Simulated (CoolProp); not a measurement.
The numbers come from the reference Helmholtz-energy equation of state, Platzer 1990 in CoolProp. This equation is an older, rougher fit.

For R21, give the phase and the cp (kJ/(kg K)), cv (kJ/(kg K)), speed of sound (m/s) at 131.75 °C and 0.101 MPa; 148.85 °C and 0.101 MPa; 199.85 °C and 0.101 MPa.


- 131.75 °C and 0.101 MPa: gas; cp 0.693, cv 0.608, speed of sound 191
- 148.85 °C and 0.101 MPa: gas; cp 0.705, cv 0.621, speed of sound 195
- 199.85 °C and 0.101 MPa: gas; cp 0.738, cv 0.654, speed of sound 206
